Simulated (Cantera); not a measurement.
A closed system holds: 1 mol PbO, 0.32 mol H₂, 0.97 mol N₂, held at 602 °C and 10.0 mbar.

Method: chemical equilibrium by Gibbs-energy minimisation in Cantera with the NASA 1993 tables (ideal gas, pure condensed phases). Candidate condensed phases: H₂O, Pb, PbO, PbO₂, Pb₃O₄; 27 gas species. Kinetics and transport are ignored.

Base state: N₂ 0.752, H₂O 0.248, Pb 6.74e-5, H₂ 2.22e-5 (mole fractions); condensed: Pb(l) + PbO(yellow).

**Question.** What changes in the equilibrium state with this change: PbO replaced by Hg?

**Answer.** 
| species | before | after |
|---|---|---|
| Hg | 0 | 0.437 |
| N₂ | 0.752 | 0.424 |
| H₂ | 2.22e-5 | 0.140 |
| H₂O | 0.248 | 0 |
| Pb | 6.74e-5 | 0 |
| Pb(l), mol | 0.320 | 0 |
| PbO(yellow), mol | 0.680 | 0 |
Further candidate phases: Hg.

**Question.** What changes in the equilibrium state with this change: 0.017 mol CH₄ added?

**Answer.** 
```
species            before    after
----------------  -------  -------
N₂                  0.752    0.723
H₂O                 0.248    0.264
CO₂                     0   0.0127
Pb                6.74e-5  6.74e-5
H₂                2.22e-5  2.37e-5
Pb(l), mol          0.320    0.388
PbO(yellow), mol    0.680    0.612
```
Further candidate phases: C, C₆H₆, C₇H₈, C₈H₁₈.

**Question.** What changes in the equilibrium state with this change: PbO replaced by Pb?

**Answer.** 
```csv
species,before,after
N₂,0.752,0.752
H₂,2.22e-5,0.248
Pb,6.74e-5,6.74e-5
H₂O,0.248,0
"Pb(l), mol",0.320,1.000
"PbO(yellow), mol",0.680,0
```
